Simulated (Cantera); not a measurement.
Input: 1 mol Ta2O5, 2100 mol H2, 1.8 mol H2O, at 1223 K and 0.133 bar.

Equilibrium computed with Cantera from the NASA thermochemical tables; the gas is ideal and each condensed phase is pure. Candidate condensed phases: H2O, Ta, Ta2O5; 12 gas species. The numbers say what is thermodynamically allowed, not how fast it happens.

Base state: H2 0.999, H2O 0.000856 (mole fractions); condensed: Ta2O5(s).

Task: What changes in the equilibrium state with this change: temperature from 1223 K to 2125 K?

Result: 
```
species          before    after
-------------  --------  -------
H2                0.999    0.987
H               8.23e-7  0.00988
H2O            0.000856  0.00288
TaO2              <1e-9  5.55e-5
TaO               <1e-9  1.10e-5
Ta2O5(s), mol      1.00        0
Ta(s), mol            0     1.68
Ta2O5(l), mol         0   0.0888
```
Mutual solubility and eutectic melting of coexisting phases are not modelled. Condensed phases not in the tables: N, O or C dissolved in the metal.
